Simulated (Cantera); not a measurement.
Feed: 1 mol CaF2, 4.1 mol O2, 2 mol H2, equilibrated at 0.00210 bar.

Equilibrium computed with Cantera from the NASA thermochemical tables; the gas is ideal and each condensed phase is pure. Candidate condensed phases: Ca, CaF2, CaO, Ca(OH)2, H2O; 29 gas species. Mutual solubility and eutectic melting of coexisting phases are not modelled. Kinetics and transport are ignored.

**Question.** Which condensed phases are stable at each of these points (T (K)): 1248, 1298, 1348, 1398, 1448, 1498, 1548, 1598, 1648, 1698?

**Answer.** 
```tsv
T (K)	condensed phases	Ca condensed (%)
1248	CaF2(s) + CaO(s)	100.0
1298	CaF2(s) + CaO(s)	100.0
1348	CaF2(s) + CaO(s)	100.0
1398	CaF2(s) + CaO(s)	99.9
1448	CaF2(s) + CaO(s)	99.8
1498	CaF2(s) + CaO(s)	99.4
1548	CaF2(s) + CaO(s)	98.4
1598	CaF2(s) + CaO(s)	95.7
1648	CaO(s)	92.3
1698	CaO(s)	90.4
```

From 1248 K to 1598 K the condensed part is CaF2(s) + CaO(s). From 1648 K to 1698 K the condensed part is CaO(s).
